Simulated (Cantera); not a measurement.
Cantera run:

```python
import numpy as np
import cantera as ct

gas_names = """
    H HO2 H2 H2O H2O2 O OH O2 O3 Pb PbO Pb2
""".split()
cond_names = """
    H2O(s) H2O(L) Pb(cr) Pb(L) PbO(rd) PbO(yw) PbO(L) PbO2(s) Pb3O4(s)
""".split()


# ... load() reads the species with a 1 bar reference pressure and builds the phases ...
atoms = {
    'PbO': {'Pb': 1, 'O': 1},
    'H2': {'H': 2},
}
top_T = {'Pb3O4(s)': 820}  # K; cautious upper limits of use, not melting points


# ... equilibrate(T, P, feed) seeds the gas with the atoms and calls Mixture.equilibrate('TP', solver="vcs", rtol=1e-11, max_steps=5000) ...
results = []
feed = {'PbO': 1, 'H2': 0.048}  # mol
P = 133.322  # Pa
for T in [975, 1025, 1075, 1125, 1175, 1225, 1275, 1325, 1375, 1425, 1475, 1525, 1575]:
    mix = equilibrate(T, P, feed)
    results.append((T, P, feed, dict(zip(mix.species_names, mix.species_moles))))
    x = sorted(zip(gas.X, gas.species_names), reverse=True)
    print(f"T = {T:g} K  P = {P:g} Pa  gas = {mix.phase_moles(0):.4g} mol")
    print("   x: " + "  ".join(f"{s} {v:.3e}" for v, s in x if v > 0.001))
    print("   condensed (mol): " + ("  ".join(f"{mix.phase(i).name} {mix.phase_moles(i):.4g}"
          for i in range(1, mix.n_phases) if mix.phase_moles(i) > 1e-12) or "none"))
```

Result:

```
T = 975 K  P = 133.322 Pa  gas = 0.04834 mol
   x: H2O 9.929e-01  Pb 6.876e-03
   condensed (mol): Pb(L) 0.04766  PbO(yw) 0.952
T = 1025 K  P = 133.322 Pa  gas = 0.04905 mol
   x: H2O 9.785e-01  Pb 2.086e-02
   condensed (mol): Pb(L) 0.04697  PbO(yw) 0.952
T = 1075 K  P = 133.322 Pa  gas = 0.05102 mol
   x: H2O 9.405e-01  Pb 5.696e-02  PbO 2.311e-03
   condensed (mol): Pb(L) 0.04508  PbO(yw) 0.9519
T = 1125 K  P = 133.322 Pa  gas = 0.05654 mol
   x: H2O 8.488e-01  Pb 1.419e-01  PbO 9.043e-03
   condensed (mol): Pb(L) 0.03996  PbO(yw) 0.9515
T = 1175 K  P = 133.322 Pa  gas = 0.07463 mol
   x: H2O 6.430e-01  Pb 3.266e-01  PbO 3.024e-02
   condensed (mol): Pb(L) 0.02361  PbO(L) 0.9498
T = 1225 K  P = 133.322 Pa  gas = 0.1049 mol
   x: H2O 4.576e-01  Pb 4.576e-01  PbO 8.465e-02
   condensed (mol): PbO(L) 0.9431
T = 1275 K  P = 133.322 Pa  gas = 0.1227 mol
   x: Pb 3.913e-01  H2O 3.910e-01  PbO 2.174e-01
   condensed (mol): PbO(L) 0.9253
T = 1325 K  P = 133.322 Pa  gas = 0.2063 mol
   x: PbO 5.176e-01  Pb 2.440e-01  H2O 2.326e-01  O2 5.683e-03
   condensed (mol): PbO(L) 0.8429
T = 1375 K  P = 133.322 Pa  gas = 1.114 mol
   x: PbO 7.350e-01  Pb 1.623e-01  O2 5.960e-02  H2O 4.304e-02
   condensed (mol): none
T = 1425 K  P = 133.322 Pa  gas = 1.135 mol
   x: PbO 6.846e-01  Pb 1.961e-01  O2 7.691e-02  H2O 4.222e-02
   condensed (mol): none
T = 1475 K  P = 133.322 Pa  gas = 1.159 mol
   x: PbO 6.303e-01  Pb 2.326e-01  O2 9.555e-02  H2O 4.133e-02
   condensed (mol): none
T = 1525 K  P = 133.322 Pa  gas = 1.184 mol
   x: PbO 5.736e-01  Pb 2.707e-01  O2 1.150e-01  H2O 4.038e-02
   condensed (mol): none
T = 1575 K  P = 133.322 Pa  gas = 1.211 mol
   x: PbO 5.162e-01  Pb 3.092e-01  O2 1.346e-01  H2O 3.939e-02
   condensed (mol): none
```

Cantera equilibrium calculation (NASA polynomials, part measured and part estimated; ideal gas, pure solids and liquids). Each liquid is taken as pure. Mutual solubility and eutectic melting of coexisting phases are not modelled. Gases not in the tables: (PbO)n polymers.
